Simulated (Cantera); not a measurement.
Charge: 1 mol acetone, 3 mol CO2, 0.37 mol H2, equilibrated at 6.60 mbar.

Equilibrium computed with Cantera from the NASA thermochemical tables; the gas is ideal and each condensed phase is pure. Candidate condensed phases: C, C6H6, C7H8, C8H18, H2O; 110 gas species. The feed counts by its element totals alone. Kinetics and transport are ignored.

x: gas mole fraction; nothing condenses.

```csv
T (K),x CO,x H,x H2,x H2O,x O,x CO2,x OH
2298,0.590,0.0587,0.248,0.0703,0.000433,0.0299,0.00268
2348,0.586,0.0741,0.238,0.0685,0.000774,0.0293,0.00367
2398,0.580,[?],0.227,0.0661,[?],0.0286,[?]
2448,0.573,[?],0.214,0.0629,[?],0.0278,[?]
2498,0.564,0.137,0.200,0.0588,0.00376,0.0267,0.00833
2548,0.555,0.164,0.185,0.0536,0.00599,0.0254,0.0104
2598,0.545,0.193,0.169,0.0474,0.00919,0.0236,0.0125
2648,0.533,0.223,0.152,0.0403,0.0135,0.0214,0.0144
2698,0.521,0.255,0.135,0.0327,0.0190,0.0188,0.0158
2748,0.509,0.287,0.118,0.0253,0.0254,0.0160,0.0165
2798,0.498,0.318,0.101,0.0186,0.0324,0.0131,0.0164
2848,0.487,0.347,0.0852,0.0129,0.0393,0.0104,0.0155
```

Problem. Some entries are withheld; supply them.

Solution. 
- 2398, x H: 0.0924
- 2398, x O: 0.00135
- 2398, x OH: 0.00494
- 2448, x H: 0.113
- 2448, x O: 0.00228
- 2448, x OH: 0.00649
